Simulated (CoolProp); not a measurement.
Values from CoolProp's reference Helmholtz-energy equation of state, Zhou 2014.

### Question
Give the vapour pressure (kPa), vapour Z, surface tension (mN/m), liquid viscosity (µPa s) of saturated cyclohexane at 344.4, 428.5 K.

### Answer
| T (K) | p (kPa) | vapour Z | surface tension (mN/m) | liquid viscosity (µPa s) |
|---|---|---|---|---|
| 344.4 | 75.5 | 0.970 | 19.0 | 460 |
| 428.5 | 615 | 0.866 | 9.91 | 195 |

Viscosity comes from a separate model (Tariq 2014). Surface tension comes from a separate correlation (Mulero 2012).
